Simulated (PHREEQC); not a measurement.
A solution holds 2.3 mmol/kgw LiCl and 27 mmol/kgw H3BO3, at 85 °C. Closed to the air; pH follows from the charge balance.

Equilibrium calculation in PHREEQC: ion-association model, phreeqc.dat.

| Quantity | Result |
|---|---|
| pH | 5.20 |
| ionic strength | 0.00231 mol/kgw |
| specific conductance | 683 µS/cm |

```tsv
species	molality	activity	log γ
H3BO3	0.0270	0.0270	0.000
Cl-	0.00230	0.00216	-0.026
Li+	0.00230	0.00217	-0.025
H+	6.62e-6	6.26e-6	-0.024
H2BO3-	6.56e-6	6.18e-6	-0.026
OH-	5.43e-8	5.11e-8	-0.026
```

Precipitation was switched off in this run. Species that the database lacks are ignored. At this temperature some constants are extrapolated from 25 °C, and those without enthalpy data are left unchanged.
